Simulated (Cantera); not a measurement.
What does this Cantera script print?

```python
import numpy as np
import cantera as ct

gas_names = """
    H HI H2 I I2 N NH NH2 NH3 N2 N2H2 N2H4 Na NaH NaI Na2
""".split()
cond_names = """
    I2(cr) I2(L) Na(cr) Na(L) NaI(s) NaI(L)
""".split()


def load(file, names, dense=False):
    # The tables refer to 1 bar. Condensed volumes are neglected.
    table = {s.name: s for s in ct.Species.list_from_file(file)}
    out = []
    for n in names:
        d = dict(table[n].input_data)
        d["thermo"] = dict(d["thermo"], **{"reference-pressure": 1e5})
        if dense:
            d["equation-of-state"] = {"model": "constant-volume", "density": "1e6 g/cm^3"}
        out.append(ct.Species.from_dict(d))
    return out


gas = ct.Solution(thermo="ideal-gas", species=load("nasa_gas.yaml", gas_names))
cond = {s.name: ct.Solution(thermo="fixed-stoichiometry", species=[s], name=s.name)
        for s in load("nasa_condensed.yaml", cond_names, dense=True)}
atoms = {
    'NaI': {'Na': 1, 'I': 1},
    'H2': {'H': 2},
    'N2': {'N': 2},
}
top_T = {}  # K; cautious upper limits of use, not melting points


def equilibrate(T, P, feed):
    n = {}
    for name, mol in feed.items():
        for a, k in atoms[name].items():
            n[a] = n.get(a, 0.0) + k * mol
    gas.TPX = T, P, n
    mass = sum(n.values()) * gas.mean_molecular_weight
    gas.equilibrate("TP")
    valid = [c for c in cond.values() if c.min_temp <= T <= top_T.get(c.name, c.max_temp)]
    mix = ct.Mixture([(gas, mass / gas.mean_molecular_weight)] + [(c, 0.0) for c in valid])
    mix.T, mix.P = T, P
    mix.equilibrate("TP", solver="vcs", rtol=1e-11, max_steps=5000)
    return mix


results = []
feed = {'NaI': 1, 'H2': 19, 'N2': 11}  # mol
P = 2.7  # Pa
for T in [1023, 1098, 1173, 1248, 1323, 1398, 1473, 1548, 1623, 1698, 1773]:
    mix = equilibrate(T, P, feed)
    results.append((T, P, feed, dict(zip(mix.species_names, mix.species_moles))))
    x = sorted(zip(gas.X, gas.species_names), reverse=True)
    print(f"T = {T:g} K  P = {P:g} Pa  gas = {mix.phase_moles(0):.4g} mol")
    print("   x: " + "  ".join(f"{s} {v:.3e}" for v, s in x if v > 0.0001))
    print("   condensed (mol): " + ("  ".join(f"{mix.phase(i).name} {mix.phase_moles(i):.4g}"
          for i in range(1, mix.n_phases) if mix.phase_moles(i) > 1e-12) or "none"))
```

Output:

```
T = 1023 K  P = 2.7 Pa  gas = 31 mol
   x: H2 6.128e-01  N2 3.548e-01  NaI 3.211e-02  Na 1.405e-04  I 1.069e-04
   condensed (mol): none
T = 1098 K  P = 2.7 Pa  gas = 31.01 mol
   x: H2 6.126e-01  N2 3.547e-01  NaI 3.180e-02  Na 4.490e-04  I 3.869e-04
   condensed (mol): none
T = 1173 K  P = 2.7 Pa  gas = 31.04 mol
   x: H2 6.121e-01  N2 3.544e-01  NaI 3.096e-02  Na 1.255e-03  I 1.153e-03  HI 1.026e-04
   condensed (mol): none
T = 1248 K  P = 2.7 Pa  gas = 31.09 mol
   x: H2 6.109e-01  N2 3.538e-01  NaI 2.908e-02  Na 3.076e-03  I 2.922e-03  HI 1.547e-04
   condensed (mol): none
T = 1323 K  P = 2.7 Pa  gas = 31.21 mol
   x: H2 6.086e-01  N2 3.525e-01  NaI 2.545e-02  Na 6.593e-03  I 6.381e-03  H 2.381e-04  HI 2.126e-04
   condensed (mol): none
T = 1398 K  P = 2.7 Pa  gas = 31.39 mol
   x: H2 6.048e-01  N2 3.504e-01  NaI 1.967e-02  Na 1.219e-02  I 1.193e-02  H 7.082e-04  HI 2.623e-04
   condensed (mol): none
T = 1473 K  P = 2.7 Pa  gas = 31.63 mol
   x: H2 5.997e-01  N2 3.478e-01  Na 1.904e-02  I 1.876e-02  NaI 1.257e-02  H 1.885e-03  HI 2.836e-04
   condensed (mol): none
T = 1548 K  P = 2.7 Pa  gas = 31.86 mol
   x: H2 5.939e-01  N2 3.452e-01  Na 2.496e-02  I 2.469e-02  NaI 6.424e-03  H 4.567e-03  HI 2.656e-04
   condensed (mol): none
T = 1623 K  P = 2.7 Pa  gas = 32.07 mol
   x: H2 5.872e-01  N2 3.430e-01  Na 2.842e-02  I 2.819e-02  H 1.019e-02  NaI 2.765e-03  HI 2.223e-04
   condensed (mol): none
T = 1698 K  P = 2.7 Pa  gas = 32.3 mol
   x: H2 5.775e-01  N2 3.405e-01  Na 2.984e-02  I 2.967e-02  H 2.115e-02  NaI 1.115e-03  HI 1.756e-04
   condensed (mol): none
T = 1773 K  P = 2.7 Pa  gas = 32.65 mol
   x: H2 5.613e-01  N2 3.369e-01  H 4.102e-02  Na 3.017e-02  I 3.004e-02  NaI 4.530e-04  HI 1.358e-04
   condensed (mol): none
```

Equilibrium computed with Cantera from the NASA thermochemical tables; the gas is ideal and each condensed phase is pure.
